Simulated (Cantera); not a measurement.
What does this Cantera script print?

```python
import numpy as np
import cantera as ct

gas_names = """
    C CH CH2 CH3 CH2OH CH3O CH4 CH3OH CO COS CO2 COOH CS CS2 C2 C2H CHCO,ketyl C2H2,acetylene
    C2H2,vinylidene CH2CO,ketene C2H3,vinyl CH3CO,acetyl C2H4 C2H4O,ethylen CH3CHO,ethanal CH3COOH
    (HCOOH)2 C2H5 C2H6 CH3OCH3 C2H5OH C2O C3 C3H3,propargyl C3H4,allene C3H4,propyne C3H4,cyclo-
    C3H5,allyl C3H6,propylene C3H6,cyclo- C3H6O C3H7,n-propyl C3H7,i-propyl C3H8 C3H8O,1propanol
    C3H8O,2propanol C3O2 C4 C4H2 C4H4,1,3-cyclo- C4H6,butadiene C4H6,2-butyne C4H6,cyclo- C4H8,1-butene
    C4H8,cis2-buten C4H8,tr2-butene C4H8,isobutene C4H8,cyclo- (CH3COOH)2 C4H9,n-butyl C4H9,i-butyl
    C4H9,s-butyl C4H9,t-butyl C4H10,isobutane C4H10,n-butane C5 C5H6,1,3cyclo- C5H8,cyclo-
    C5H10,1-pentene C5H10,cyclo- C5H11,pentyl C5H11,t-pentyl C5H12,n-pentane C5H12,i-pentane
    CH3C(CH3)2CH3 C6H2 C6H5,phenyl C6H5O,phenoxy C6H6 C6H5OH,phenol C6H10,cyclo- C6H12,1-hexene
    C6H12,cyclo- C6H13,n-hexyl C7H7,benzyl C7H8 C7H8O,cresol C7H14,1-heptene C7H15,n-heptyl
    C7H16,n-heptane C8H8,styrene C8H10,ethylbenz C8H16,1-octene C8H17,n-octyl C8H18,isooctane
    C8H18,n-octane C9H19,n-nonyl C10H8,naphthale C10H21,n-decyl C12H9,o-bipheny C12H10,bipheny Ca CaO
    CaOH CaO2H2 CaS Ca2 H HCO HO2 H2 HCHO,formaldehy HCOOH H2O H2O2 H2S H2SO4 O OH O2 O3 S SH SO SO2 SO3
    S2 S2O S8
""".split()
cond_names = """
    C(gr) C6H6(L) C7H8(L) C8H18(L),n-octa Ca(a) Ca(b) Ca(L) CaCO3(caL) CaO(s) CaO(L) CaO2H2(s) CaS(s)
    CaSO4(s) H2O(s) H2O(L) H2SO4(L) S(cr1) S(cr2) S(L)
""".split()


def load(file, names, dense=False):
    # The tables refer to 1 bar. Condensed volumes are neglected.
    table = {s.name: s for s in ct.Species.list_from_file(file)}
    out = []
    for n in names:
        d = dict(table[n].input_data)
        d["thermo"] = dict(d["thermo"], **{"reference-pressure": 1e5})
        if dense:
            d["equation-of-state"] = {"model": "constant-volume", "density": "1e6 g/cm^3"}
        out.append(ct.Species.from_dict(d))
    return out


gas = ct.Solution(thermo="ideal-gas", species=load("nasa_gas.yaml", gas_names))
cond = {s.name: ct.Solution(thermo="fixed-stoichiometry", species=[s], name=s.name)
        for s in load("nasa_condensed.yaml", cond_names, dense=True)}
atoms = {
    'CaCO3': {'Ca': 1, 'C': 1, 'O': 3},
    'H2S': {'H': 2, 'S': 1},
    'O2': {'O': 2},
    'CH4': {'C': 1, 'H': 4},
}
top_T = {'C(gr)': 4500, 'CaS(s)': 2750, 'CaSO4(s)': 1730}  # K; cautious upper limits of use, not melting points


def equilibrate(T, P, feed):
    n = {}
    for name, mol in feed.items():
        for a, k in atoms[name].items():
            n[a] = n.get(a, 0.0) + k * mol
    gas.TPX = T, P, n
    mass = sum(n.values()) * gas.mean_molecular_weight
    gas.equilibrate("TP")
    valid = [c for c in cond.values() if c.min_temp <= T <= top_T.get(c.name, c.max_temp)]
    mix = ct.Mixture([(gas, mass / gas.mean_molecular_weight)] + [(c, 0.0) for c in valid])
    mix.T, mix.P = T, P
    mix.equilibrate("TP", solver="vcs", rtol=1e-11, max_steps=5000)
    return mix


results = []
feed = {'CaCO3': 1, 'H2S': 1.4, 'O2': 0.11, 'CH4': 0.0002}  # mol
P = 1500  # Pa
for T in [875, 900, 925, 950, 975, 1000, 1025, 1050, 1075, 1100]:
    mix = equilibrate(T, P, feed)
    results.append((T, P, feed, dict(zip(mix.species_names, mix.species_moles))))
    x = sorted(zip(gas.X, gas.species_names), reverse=True)
    print(f"T = {T:g} K  P = {P:g} Pa  gas = {mix.phase_moles(0):.4g} mol")
    print("   x: " + "  ".join(f"{s} {v:.3e}" for v, s in x if v > 0.0001))
    print("   condensed (mol): " + ("  ".join(f"{mix.phase(i).name} {mix.phase_moles(i):.4g}"
          for i in range(1, mix.n_phases) if mix.phase_moles(i) > 1e-12) or "none"))
```

Result:

```
T = 875 K  P = 1500 Pa  gas = 2.508 mol
   x: H2O 4.705e-01  CO2 3.961e-01  H2S 8.206e-02  S2 3.356e-02  SO2 9.134e-03  H2 5.770e-03  CO 1.841e-03  COS 8.401e-04  S2O 1.634e-04
   condensed (mol): CaS(s) 1
T = 900 K  P = 1500 Pa  gas = 2.512 mol
   x: H2O 4.712e-01  CO2 3.945e-01  H2S 7.872e-02  S2 3.517e-02  SO2 8.937e-03  H2 7.609e-03  CO 2.770e-03  COS 9.147e-04  S2O 1.649e-04
   condensed (mol): CaS(s) 1
T = 925 K  P = 1500 Pa  gas = 2.516 mol
   x: H2O 4.717e-01  CO2 3.925e-01  H2S 7.506e-02  S2 3.683e-02  H2 9.798e-03  SO2 8.925e-03  CO 4.031e-03  COS 9.820e-04  S2O 1.682e-04
   condensed (mol): CaS(s) 1
T = 950 K  P = 1500 Pa  gas = 2.521 mol
   x: H2O 4.721e-01  CO2 3.900e-01  H2S 7.106e-02  S2 3.854e-02  H2 1.232e-02  SO2 9.112e-03  CO 5.683e-03  COS 1.039e-03  S2O 1.735e-04
   condensed (mol): CaS(s) 1
T = 975 K  P = 1500 Pa  gas = 2.527 mol
   x: H2O 4.723e-01  CO2 3.870e-01  H2S 6.675e-02  S2 4.029e-02  H2 1.515e-02  SO2 9.511e-03  CO 7.767e-03  COS 1.082e-03  S2O 1.810e-04
   condensed (mol): CaS(s) 1
T = 1000 K  P = 1500 Pa  gas = 2.533 mol
   x: H2O 4.724e-01  CO2 3.834e-01  H2S 6.218e-02  S2 4.203e-02  H2 1.823e-02  CO 1.031e-02  SO2 1.014e-02  COS 1.111e-03  S2O 1.906e-04
   condensed (mol): CaS(s) 1
T = 1025 K  P = 1500 Pa  gas = 2.54 mol
   x: H2O 4.723e-01  CO2 3.793e-01  H2S 5.745e-02  S2 4.371e-02  H2 2.151e-02  CO 1.332e-02  SO2 1.101e-02  COS 1.123e-03  S2O 2.023e-04
   condensed (mol): CaS(s) 1
T = 1050 K  P = 1500 Pa  gas = 2.548 mol
   x: H2O 4.721e-01  CO2 3.747e-01  H2S 5.267e-02  S2 4.529e-02  H2 2.491e-02  CO 1.678e-02  SO2 1.215e-02  COS 1.120e-03  S2O 2.159e-04
   condensed (mol): CaS(s) 1
T = 1075 K  P = 1500 Pa  gas = 2.555 mol
   x: H2O 4.717e-01  CO2 3.696e-01  H2S 4.795e-02  S2 4.668e-02  H2 2.839e-02  CO 2.069e-02  SO2 1.357e-02  COS 1.103e-03  S2O 2.310e-04
   condensed (mol): CaS(s) 1
T = 1100 K  P = 1500 Pa  gas = 2.563 mol
   x: H2O 4.710e-01  CO2 3.641e-01  S2 4.784e-02  H2S 4.339e-02  H2 3.191e-02  CO 2.500e-02  SO2 1.529e-02  COS 1.075e-03  S2O 2.474e-04
   condensed (mol): CaS(s) 1
```

Equilibrium computed with Cantera from the NASA thermochemical tables; the gas is ideal and each condensed phase is pure. Gases not in the tables: S3 to S7.
